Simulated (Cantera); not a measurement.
**Silicon etching in halogen gases: Si + HF + N2 + NF3**

Input: 1 mol Si, 6.5 mol HF, 0.78 mol N2, 7.6 mol NF3, equilibrated at 1150 K.

Cantera equilibrium calculation (NASA polynomials, part measured and part estimated; ideal gas, pure solids and liquids). Candidate condensed phases: Si, Si3N4; 37 gas species. The numbers say what is thermodynamically allowed, not how fast it happens.

```
P (Pa)    x F      x F2   x HF   x N2  x SiF4
------  -----  --------  -----  -----  ------
1       0.609   2.88e-5  0.210  0.148  0.0324
6.80    0.609  0.000196  0.211  0.148  0.0324
46      0.607   0.00132  0.211  0.149  0.0324
320     0.596   0.00886  0.212  0.150  0.0327
2200    0.539    0.0498  0.221  0.156  0.0340
15000   0.377     0.166  0.246  0.173  0.0378
100000  0.194     0.294  0.274  0.191  0.0422
```
x: gas mole fraction; nothing condenses.

From 1.00 Pa to 100000 Pa nothing is condensed. The main Si-bearing gas is SiF4 throughout.
